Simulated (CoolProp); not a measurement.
Vapour-liquid equilibrium of R22 (1) + R134a (2) at 289.8 K; x and y are mole fractions of (1).

The numbers come from the multi-fluid Helmholtz-energy mixture model, Kamei 1995 and Tillner-Roth 1994; pair parameters Bell 2016 in CoolProp.

### Question
Give the bubble pressure and the first vapour's composition at x = 0.05, 0.65, 0.95. Is there an azeotrope?

### Answer
x = 0.05: 5.348 bar, y = 0.080; x = 0.65: 7.338 bar, y = 0.728; x = 0.95: 8.150 bar, y = 0.962. No azeotrope shows between x = 0.05 and 0.95.

Pair parameters are fitted to limited data, so mixtures are less certain than the pure fluids.
